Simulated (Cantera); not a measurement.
A perfectly stirred reactor is fed with NH₃ : N₂ = 1 : 3.6 (molar parts), at 23.3 Torr; it is held at 2350 K, and followed from long to short residence time.

Detailed kinetics in Cantera: the gas-phase N/H chemistry of the illustrative SiF4/NH3 mechanism in the Surface Chemkin manual (1991). Walls and surfaces, which speed up NH3 decomposition in real reactors, are not modelled.

**Question.** What does this change do: N2 3.6 to 6.6 parts?

**Answer.** 
```tsv
quantity	before	after
x(NH₃) at τ = 3.50 s	0.00109	0.000766
x(N₂) at τ = 3.50 s	0.731	0.824
x(N₂H₂) at τ = 3.50 s	2.78e-8	1.77e-8
x(H₂) at τ = 3.50 s	0.263	0.171
x(NH₂) at τ = 3.50 s	6.11e-5	4.64e-5
x(NH₃) at τ = 24.0 ms	0.130	0.0792
x(N₂) at τ = 24.0 ms	0.762	0.851
x(N₂H₂) at τ = 24.0 ms	3.75e-6	2.29e-6
x(H₂) at τ = 24.0 ms	0.106	0.0681
x(NH₂) at τ = 24.0 ms	0.00159	0.00119
```
